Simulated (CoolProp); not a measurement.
Properties of methane at several states (Tc = -82.6 °C, pc = 45.99 bar, ω = 0.011).

The numbers come from the reference Helmholtz-energy equation of state, Setzmann 1991 in CoolProp.

| T (°C) | p (bar) | phase | Joule-Thomson coefficient (K/MPa) | expansivity (1/kK) | conductivity (mW/(m K)) |
|---|---|---|---|---|---|
| 207.65 | 42.2 | gas | 1.244 | 2.207 | ? |
| 270.65 | 6.08 | gas | ? | 1.850 | ? |
| 205.95 | 270 | supercritical | 0.5301 | ? | 79.0 |

**Question.** Fill in the missing entries.

**Answer.** 
- 207.65, conductivity (mW/(m K)): 66.5
- 270.65, Joule-Thomson coefficient (K/MPa): 0.9383
- 270.65, conductivity (mW/(m K)): 77.4
- 205.95, expansivity (1/kK): 2.454

Thermal conductivity comes from a separate model (Friend 1989).
